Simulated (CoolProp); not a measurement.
Propyne along the isobar 46.1 bar: Z from the reference equation and from simpler models built on Tc = 402.7 K, pc = 56.58 bar, ω = 0.204; each cubic takes its own stable root.

Model: reference Helmholtz-energy equation of state, Polt 1992, in CoolProp. This equation is an older, rougher fit; its heat capacities, sound speeds and derivatives of the liquid may be far off and weren't checked against measurements.

| T (K) | phase | reference | van der Waals | Soave-Redlich-Kwong | Peng-Robinson |
|---|---|---|---|---|---|
| 299.4 | liquid | 0.1205 | 0.1941 | 0.1323 | 0.1169 |
| 307.1 | liquid | 0.1198 | 0.1926 | 0.1317 | 0.1164 |
| 314.8 | liquid | 0.1193 | 0.1915 | 0.1314 | 0.1161 |
| 322.4 | liquid | 0.1190 | 0.1908 | 0.1315 | 0.1162 |
| 330.1 | liquid | 0.1190 | 0.1905 | 0.1319 | 0.1166 |
| 337.8 | liquid | 0.1192 | 0.1907 | 0.1328 | 0.1174 |
| 345.4 | liquid | 0.1197 | 0.1916 | 0.1343 | 0.1186 |
| 353.1 | liquid | 0.1206 | 0.1932 | 0.1364 | 0.1206 |
| 360.7 | liquid | 0.1220 | 0.1960 | 0.1393 | 0.1233 |
| 368.4 | liquid | 0.1242 | 0.2004 | 0.1436 | 0.1272 |
| 376.1 | liquid | 0.1276 | 0.2078 | 0.1500 | 0.1331 |
| 383.7 | liquid | 0.1330 | 0.5592 | 0.1602 | 0.1425 |
| 399 | gas | 0.5898 | 0.6483 | 0.6049 | 0.5781 |
| 406.7 | gas | 0.6406 | 0.6774 | 0.6497 | 0.6234 |

At some of these states van der Waals gives the other phase, because its saturation line lies elsewhere.
